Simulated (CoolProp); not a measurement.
Vapour-liquid equilibrium of propylene (1) + n-hexane (2) at 54.7 kPa; x and y are mole fractions of (1).

The numbers come from the multi-fluid Helmholtz-energy mixture model, Lemmon 2013 and Thol 2019; pair parameters Bell 2016 in CoolProp.

```csv
x,bubble temperature (°C),y at the bubble point,dew temperature at overall composition x (°C),liquid density (mol/L)
0.05,3.6,0.869,48.9,7.996
0.2,-29.8,0.984,44.2,8.965
0.35,-39.5,0.993,38.8,[?]
0.5,-45.8,0.997,[?],10.71
0.65,-51.1,0.998,23.9,11.76
0.8,-55.6,0.999,11.9,12.97
0.95,[?],1.000,-13.1,[?]
```

Task: Some entries are withheld; supply them.

Result: 
- 0.35, liquid density (mol/L): 9.796
- 0.5, dew temperature at overall composition x (°C): 32.2
- 0.95, bubble temperature (°C): -59.3
- 0.95, liquid density (mol/L): 14.36

No azeotrope shows between x = 0.05 and 0.95.

The pair parameters rest on a limited set of measurements; away from them the model extrapolates. The gap from Raoult's law changes sign with composition, which may be real or a fault of the pair parameters; it wasn't checked against measurements.
